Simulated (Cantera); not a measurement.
# Hydrocarbon pyrolysis for carbon deposition

An isothermal, constant-pressure homogeneous reactor starts with C₂H₆ : N₂ = 1 : 24 (molar parts), at 1823 K and 1.68 atm.

Model: GRI-Mech 3.0 (53 species, 325 reactions), integrated in Cantera. GRI-Mech 3.0 stops at C3 and has no aromatics, soot or wall deposition, so with more carbon than oxygen in the feed, carbon stays in small species such as C2H2 where larger ones or solid carbon would form.

| t (s) | x C₂H₆ | x CH₃ | x HCN | x CH₄ | x C₂H₂ | x H₂ | x CH₂ |
|---|---|---|---|---|---|---|---|
| 2.00e-5 | 0.00313 | 0.00369 | 5.76e-6 | 0.0105 | 0.0104 | 0.0331 | 2.09e-5 |
| 7.43e-5 | 9.63e-5 | 0.000725 | 7.15e-6 | 0.0121 | 0.0242 | 0.0493 | 2.05e-6 |
| 0.000276 | 1.50e-5 | 0.000301 | 7.25e-6 | 0.0117 | 0.0299 | 0.0555 | 4.10e-7 |
| 0.00102 | 1.05e-5 | 0.000254 | 7.39e-6 | 0.0105 | 0.0319 | 0.0587 | 3.30e-7 |
| 0.00381 | 5.38e-6 | 0.000183 | 7.82e-6 | 0.00754 | 0.0333 | 0.0630 | 2.43e-7 |
| 0.0141 | 1.27e-6 | 8.99e-5 | 8.78e-6 | 0.00367 | 0.0352 | 0.0686 | 1.23e-7 |
| 0.0525 | 1.54e-7 | 3.12e-5 | 1.02e-5 | 0.00126 | 0.0363 | 0.0721 | 4.36e-8 |
| 0.195 | 2.21e-8 | 1.10e-5 | 1.18e-5 | 0.000442 | 0.0367 | 0.0733 | 1.55e-8 |
| 0.725 | 1.31e-8 | 7.87e-6 | 1.51e-5 | 0.000317 | 0.0368 | 0.0735 | 1.11e-8 |
| 2.69 | 1.30e-8 | 7.84e-6 | 2.83e-5 | 0.000316 | 0.0368 | 0.0735 | 1.11e-8 |
| 10.0 | 1.30e-8 | 7.83e-6 | 8.91e-5 | 0.000315 | 0.0368 | 0.0735 | 1.11e-8 |
x: mole fraction; the columns are a selection and need not sum to one.

Equilibrium at this temperature and pressure: C₂H₆ 3.29e-9, CH₃ 3.94e-6, HCN 0.0555, CH₄ 0.000159, C₂H₂ 0.00918, H₂ 0.0738, CH₂ 5.57e-9 (gas phase only).
